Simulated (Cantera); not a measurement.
Charge: 1 mol SiCl4, 1.2 mol O3, 2.3 mol H2, at 7.30 mbar.

Cantera equilibrium calculation (NASA polynomials, part measured and part estimated; ideal gas, pure solids and liquids). Candidate condensed phases: H2O, Si, SiO2; 30 gas species. The tables hold silica as quartz up to 1696 K and as liquid above; real silica turns to tridymite and cristobalite and melts near 1996 K. Kinetics and transport are ignored.

### Question
Which condensed phases are stable at each of these points (T (K)): 1025, 1125, 1225, 1325, 1425, 1525, 1625, 1725, 1825, 1925?

### Answer
```tsv
T (K)	condensed phases	Si condensed (%)
1025	SiO2(β-quartz)	100.0
1125	SiO2(β-quartz)	100.0
1225	SiO2(β-quartz)	100.0
1325	SiO2(β-quartz)	100.0
1425	SiO2(β-quartz)	100.0
1525	SiO2(β-quartz)	100.0
1625	SiO2(β-quartz)	100.0
1725	SiO2(condensed)	100.0
1825	SiO2(condensed)	100.0
1925	SiO2(condensed)	100.0
```

From 1025 K to 1625 K the condensed part is SiO2(β-quartz). From 1725 K to 1925 K the condensed part is SiO2(condensed).
